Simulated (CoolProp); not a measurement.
A Linde-Hampson liquefier for ethane: isothermal reversible compression at 320 K from 1 atm to 10 MPa, throttling to 1 atm, return gas leaving the recuperator 5 K below the feed. Each further row changes one setting.

Model: reference Helmholtz-energy equation of state, Bücker 2006, in CoolProp.

| case | liquid yield per pass | compression work (kJ/kg of gas) |
|---|---|---|
| as stated | 0.426 | 338 |
| high pressure 20 MPa | 0.458 | 366 |
| warm-end temperature 350 K | 0.279 | 395 |
| warm-end gap 10 K | 0.418 | 338 |
